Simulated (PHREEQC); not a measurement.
Solution (20 °C and 10 atm): 0.0097 mol Na2SiF6 per kg of water. Closed to the air; pH follows from the charge balance.

All values are PHREEQC results (ion-association model, phreeqc.dat), not measurements.

Precipitation was switched off in this run.

Problem. Estimate the pH.

Solution. pH 3.17.

Problem. In which forms is F present?

Solution. SiF6-2 94 %, F- 3.2 %, HF 2.5 % of the F.

The solution is supersaturated, for example in Quartz (slow to form), Chalcedony (slow to form), so a real one may precipitate; this is no full list. Species that the database lacks are ignored. SiF6-2 is the database's only silicon fluoride.
